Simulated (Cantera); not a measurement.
A freely propagating, adiabatic, planar premixed flame of H₂ : O₂ : N₂ = 1 : 0.769 : 2.89 (molar parts), equivalence ratio 0.65, unburnt at 475 K and 1.58 atm; multicomponent+Soret transport, grid criteria slope 0.08 and curve 0.16, no radiation.

Detailed kinetics in Cantera: the H2/O2 subset of GRI-Mech 3.0, which has no nitrogen chemistry. Burning velocities carry a grid error of a few per cent, more on coarse grids. Lean hydrogen flames are cellular in practice and burn faster than this planar one.

Problem. Predict: laminar burning velocity; thermal thickness; peak x(O); peak x(HO₂); peak x(H); peak x(OH).

Solution. 
| Property | Result |
|---|---|
| laminar burning velocity | 226 cm/s |
| thermal thickness | 0.216 mm |
| peak x(O) | 0.00811 |
| peak x(HO₂) | 0.000474 |
| peak x(H) | 0.0132 |
| peak x(OH) | 0.0105 |
